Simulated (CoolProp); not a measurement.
Saturation properties of o-xylene.

Model: reference Helmholtz-energy equation of state, Zhou 2012, in CoolProp.

```csv
T (K),p (MPa),liquid density (kg/m³),vapour density (kg/m³),liquid conductivity (mW/(m K))
309.5,0.001697,866.4,0.07021,128
321,(withheld),856.6,0.1227,125
332.5,0.005296,846.7,0.2046,122
344,0.008745,836.7,0.3274,119
355.6,0.01395,(withheld),0.5071,(withheld)
367.1,0.02141,816.3,0.7573,113
378.6,0.03188,806.0,(withheld),110
390.1,0.04615,795.4,1.554,107
401.7,0.06537,784.6,2.155,104
413.2,0.09025,773.6,2.918,102
424.7,0.1221,762.4,3.880,99.0
436.2,0.1621,(withheld),5.075,(withheld)
447.8,(withheld),739.1,6.559,93.9
459.3,(withheld),726.9,8.348,91.5
```

Complete the blanks.


- 321, p (MPa): 0.003072
- 355.6, liquid density (kg/m³): 826.6
- 355.6, liquid conductivity (mW/(m K)): 116
- 378.6, vapour density (kg/m³): 1.099
- 436.2, liquid density (kg/m³): 751.0
- 436.2, liquid conductivity (mW/(m K)): 96.4
- 447.8, p (MPa): 0.2121
- 459.3, p (MPa): 0.2728

It boils at 417.5 K under 1 atm.

Thermal conductivity comes from a separate model (Mylona 2014).
